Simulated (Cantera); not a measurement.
A closed system holds: 1 mol Ti, a varied amount of H₂O, 19 mol H₂, equilibrated at 10000 Pa.

Equilibrium computed with Cantera from the NASA thermochemical tables; the gas is ideal and each condensed phase is pure. Candidate condensed phases: H₂O, Ti, TiO, TiO₂, Ti₂O₃, Ti₃O₅, Ti₄O₇; 12 gas species. Each liquid is taken as pure. Mutual solubility and eutectic melting of coexisting phases are not modelled. TiO: taken at fixed stoichiometry. Condensed phases not in the tables: Magnéli phases beyond Ti₄O₇, N, O or C dissolved in the metal. Kinetics and transport are ignored.

Stable condensed phases, one row left out:

```
T in °C \ n(H₂O) in mol
         0.17 0.26  0.4 0.62 0.95  1.5  2.3  3.5
   1775     A    A    A    A    A    B    C    C
   1675     A    A    A    A    A    B    D    D
   1575     A    A    A    A    A    B    D    C
   1475     A    A    A    A    A    B    E    F
   1375     A    A    A    A    A    B    C    G
   1275     A    A    A    A    A    B    F    G
   1075     A    A    A    A    A    H    G    G
    975     A    A    A    A    A    H    G    G
    875     A    A    A    A    A    H    G    G
```

A: Ti + TiO; B: TiO + Ti₂O₃; C: Ti₄O₇; D: Ti₃O₅; E: Ti₃O₅ + Ti₄O₇; F: TiO₂ + Ti₄O₇; G: TiO₂; H: Ti₂O₃.

Task: Give the row for 1175 °C.

Result: 0.17: Ti + TiO; 0.26: Ti + TiO; 0.4: Ti + TiO; 0.62: Ti + TiO; 0.95: Ti + TiO; 1.5: TiO + Ti₂O₃; 2.3: TiO₂; 3.5: TiO₂.
